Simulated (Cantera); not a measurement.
An adiabatic, constant-pressure homogeneous reactor starts with 18.6 % CO, 7.24 % H₂, 3.90 % CH₄, 14.8 % O₂, 55.5 % N₂, at 1725 K and 3750 Torr.

Detailed kinetics in Cantera: GRI-Mech 3.0 (53 species, 325 reactions). Above 3000 K some thermodynamic fits are extrapolated.

Task: Predict: time of steepest temperature rise; temperature at 3.00 s; equilibrium temperature; x(CO) at 3.00 s; x(H₂) at 3.00 s; x(HCO) at 3.00 s; x(NO) at 3.00 s.

Result: 
```
Quantity                                                            Result
---------------------------------  ---------------------------------------
time of steepest temperature rise                                  6.45 µs
temperature at 3.00 s                                               3002 K
equilibrium temperature                                             3002 K
x(CO) at 3.00 s                        0.139 (gas-phase equilibrium 0.139)
x(H₂) at 3.00 s                      0.0234 (gas-phase equilibrium 0.0234)
x(HCO) at 3.00 s                   5.78e-7 (gas-phase equilibrium 5.78e-7)
x(NO) at 3.00 s                    0.00913 (gas-phase equilibrium 0.00913)
```
